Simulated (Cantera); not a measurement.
What does this Cantera script print?

```python
import numpy as np
import cantera as ct

gas = ct.Solution("gri30.yaml")
gas.TPX = 450, 1000000, {'CH4': 1, 'CO': 0.3, 'O2': 2.24, 'N2': 16.6}
inlet = ct.Reservoir(gas, clone=True)
gas.equilibrate("HP")  # start burning
reactor = ct.IdealGasConstPressureReactor(gas, energy="on", clone=False)
exhaust = ct.Reservoir(gas, clone=True)
tau = [0.19, 0.081, 0.035, 0.015, 0.0064, 0.0028, 0.0012, 0.00051, 0.00022, 9.5e-05][0]
for a, b in ((inlet, reactor), (reactor, exhaust)):
    ct.MassFlowController(a, b, mdot=lambda t: reactor.mass / tau)
net = ct.ReactorNet([reactor])
show = ['CH4', 'CO', 'O2', 'C2H6', 'CH2O', 'OH', 'O']

rows = []
print(f"{'tau/s':>10s}{'T/K':>9s}" + "".join(f"{s:>11s}" for s in show))
for tau in [0.19, 0.081, 0.035, 0.015, 0.0064, 0.0028, 0.0012, 0.00051, 0.00022, 9.5e-05]:
    net.initial_time = 0.0
    net.advance(30 * tau)
    before = gas.X
    net.advance(40 * tau)
    drift = np.max(np.abs(gas.X - before) / (gas.X + 1e-9))
    rows.append([gas.T, *gas[show].X, drift])
    print(f"{tau:10.3e}{gas.T:9.1f}" + "".join(f"{x:11.3e}" for x in gas[show].X))
```

Output:

```
     tau/s      T/K        CH4         CO         O2       C2H6       CH2O         OH          O
 1.900e-01   1708.4  5.307e-06  2.618e-04  4.638e-03  1.129e-09  6.085e-07  1.726e-04  4.776e-06
 8.100e-02   1706.3  9.550e-06  4.498e-04  4.761e-03  3.247e-09  1.144e-06  2.092e-04  7.276e-06
 3.500e-02   1702.9  1.731e-05  7.658e-04  4.973e-03  9.048e-09  2.115e-06  2.511e-04  1.104e-05
 1.500e-02   1697.2  3.250e-05  1.306e-03  5.343e-03  2.578e-08  3.929e-06  2.962e-04  1.667e-05
 6.400e-03   1687.5  6.443e-05  2.240e-03  5.994e-03  7.867e-08  7.409e-06  3.362e-04  2.450e-05
 2.800e-03   1670.5  1.393e-04  3.908e-03  7.186e-03  2.846e-07  1.449e-05  3.461e-04  3.309e-05
 1.200e-03    450.0  4.965e-02  1.490e-02  1.112e-01 -1.517e-18 -2.511e-18  4.083e-24  4.893e-22
 5.100e-04    450.0  4.965e-02  1.490e-02  1.112e-01 -2.921e-21 -4.835e-21  3.771e-24  4.523e-22
 2.200e-04    450.0  4.965e-02  1.490e-02  1.112e-01 -1.845e-22 -3.054e-22  3.217e-24  3.868e-22
 9.500e-05    450.0  4.965e-02  1.490e-02  1.112e-01 -1.165e-23 -1.929e-23  2.402e-24  2.904e-22
```

Model: GRI-Mech 3.0 (53 species, 325 reactions), integrated in Cantera.
